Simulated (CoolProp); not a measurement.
Sulfur hexafluoride along the isobar 27.7 bar: Z from the reference equation and from simpler models built on Tc = 318.7 K, pc = 37.55 bar, ω = 0.210; each cubic takes its own stable root.

Model: reference Helmholtz-energy equation of state, Guder 2009, in CoolProp.

```tsv
T (K)	phase	reference
269.4	liquid	0.1125
278.3	liquid	0.1133
287.2	liquid	0.1152
296.2	liquid	0.1189
314	gas	0.6481
322.9	gas	0.7001
331.8	gas	0.7387
340.8	gas	0.7697
349.7	gas	0.7949
358.6	gas	0.8162
367.5	gas	0.8345
376.4	gas	0.8504
385.4	gas	0.8645
394.3	gas	0.8768
403.2	gas	0.8878
```

Task: How far does each simpler model (van der Waals, Redlich-Kwong, Soave-Redlich-Kwong, Peng-Robinson) lie from the reference over these 15 states: mean and median of the absolute difference, and the worst?

Result: 
- van der Waals: mean 39.4 %, median 2.1 %, worst +399.4 % at 296.2 K and 27.7 bar
- Redlich-Kwong: mean 5.1 %, median 1.8 %, worst +19.4 % at 296.2 K and 27.7 bar
- Soave-Redlich-Kwong: mean 2.9 %, median 0.2 %, worst +14.3 % at 296.2 K and 27.7 bar
- Peng-Robinson: mean 2.7 %, median 2.6 %, worst -5.0 % at 269.4 K and 27.7 bar

At some of these states van der Waals gives the other phase, because its saturation line lies elsewhere.
